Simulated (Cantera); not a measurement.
An adiabatic, constant-volume homogeneous reactor starts with CO : H2 : CH4 : O2 : N2 : CO2 = 1 : 0.32 : 1.4 : 2.47 : 9.29 : 3.2 (molar parts), at 1700 K and 76000 Pa. Integrator tolerance rtol = 1e-08.

Computed with Cantera and GRI-Mech 3.0 (53 species, 325 reactions).

```
quantity                                                            before                                      after
---------------------------------  ---------------------------------------  -----------------------------------------
time of steepest temperature rise                                 0.220 ms                                    88.7 ms
temperature at 3.00 s                                               2699 K                                     2450 K
equilibrium temperature                                             2699 K                                     2450 K
x(CO) at 3.00 s                        0.131 (gas-phase equilibrium 0.131)        0.103 (gas-phase equilibrium 0.103)
x(H2) at 3.00 s                      0.0161 (gas-phase equilibrium 0.0161)      0.0129 (gas-phase equilibrium 0.0129)
x(CH4) at 3.00 s                     <1e-12 (gas-phase equilibrium <1e-12)      <1e-12 (gas-phase equilibrium <1e-12)
x(CH2O) at 3.00 s                  1.07e-9 (gas-phase equilibrium 1.07e-9)  9.90e-10 (gas-phase equilibrium 9.90e-10)
x(HCN) at 3.00 s                   3.48e-9 (gas-phase equilibrium 3.48e-9)    2.69e-9 (gas-phase equilibrium 2.69e-9)
x(C2H6) at 3.00 s                    <1e-12 (gas-phase equilibrium <1e-12)      <1e-12 (gas-phase equilibrium <1e-12)
```

### Question
Which change was made?
(A) initial temperature 1700 to 1025 K
(B) constant pressure in place of constant volume
(C) O2 2.47 to 1.3 parts
(D) pressure from 76000 Pa to 2900000 Pa

### Answer
A, initial temperature 1700 to 1025 K
